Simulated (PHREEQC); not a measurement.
# Silver or lead bath: speciation

Make-up at 80 °C: 1.46e-05 mol/kgw PbCl2 and 0.015 mol/kgw KNO3. Closed to the air; pH follows from the charge balance.

Model: ion-association model, phreeqc.dat, run in PHREEQC.

No solid was allowed to form.

**Question.** Predict the pH, specific conductance.

**Answer.** pH 6.19; specific conductance 4980 µS/cm.

**Question.** In which forms is Pb present?

**Answer.** Pb+2 87 %, PbNO3+ 11 %, PbOH+ 1.8 % of the Pb.

Saturation is exceeded, for instance for Pb(OH)2; the values hold only as long as no solid forms. Species that the database lacks are ignored. Constants without temperature data keep their 25 °C values here.
